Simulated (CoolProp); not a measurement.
Vapour-liquid equilibrium of carbon dioxide (1) + isobutane (2) at 0.752 MPa; x and y are mole fractions of (1).

Computed with CoolProp (multi-fluid Helmholtz-energy mixture model, Span 1996 and Bücker 2006; pair parameters Kunz 2012).

```tsv
x	bubble temperature (K)	y at the bubble point	dew temperature at overall composition x (K)	liquid density (mol/L)
0.05	303.3	0.440	324.6	9.516
0.15	269.0	0.819	319.7	10.73
0.25	251.6	0.915	314.4	11.76
0.35	242.4	0.947	308.8	12.78
0.45	237.4	0.962	302.7	13.92
0.55	234.3	0.970	295.8	15.23
0.65	232.2	0.975	287.7	16.81
0.75	230.5	0.980	277.8	18.74
0.85	228.7	0.986	264.4	21.16
0.95	226.7	0.994	241.6	24.21
```

No azeotrope shows between x = 0.05 and 0.95.

The pair parameters rest on a limited set of measurements; away from them the model extrapolates. With so large a gap from Raoult's law the liquid may split in two, which this calculation doesn't test in full.
